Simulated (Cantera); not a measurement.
Feed: 1 mol CH3Cl, 0.16 mol H2, held at 2573.15 K.

Cantera equilibrium calculation (NASA polynomials, part measured and part estimated; ideal gas, pure solids and liquids). Candidate condensed phases: C, C6H6, C7H8, C8H18; 91 gas species. Kinetics and transport are ignored.

**Question.** Which condensed phases are stable at each of these points (P (Pa)): 1, 5.20, 27, 140, 720, 3700, 19000, 100000?

**Answer.** 
```csv
P (Pa),condensed phases,C condensed (%)
1,gas only,0.0
5.20,C(graphite),54.9
27,C(graphite),90.9
140,C(graphite),96.3
720,C(graphite),96.7
3700,C(graphite),96.7
19000,C(graphite),96.6
100000,C(graphite),96.6
```

At 1.00 Pa nothing is condensed. From 5.20 Pa to 1.00 bar the condensed part is C(graphite).
